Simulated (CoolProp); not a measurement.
A simple Rankine cycle with water: condensing at 298.15 K, boiler at 17.1 MPa, turbine inlet 640.7 K, turbine efficiency 0.9, pump efficiency 0.8, no recuperator. Each further row changes one setting.

Model: reference Helmholtz-energy equation of state, Wagner 2002, in CoolProp.

```tsv
case	thermal efficiency (%)	net work (kJ/kg)	heat in (kJ/kg)	turbine exit temperature (K)	volume ratio over the turbine
as stated	37.3	966	2590	298.1	2790
turbine inlet 660.7 K	37.9	1030	2720	298.1	2490
condensing temperature 290.15 K	38.2	1000	2620	290.1	4390
boiler pressure 12 MPa	37.2	1050	2810	298.1	1670
turbine efficiency 0.8	33.1	856	2590	298.1	2970
```

The expansion ends wet for: as stated; turbine inlet 660.7 K; condensing temperature 290.15 K; boiler pressure 12 MPa; turbine efficiency 0.8.
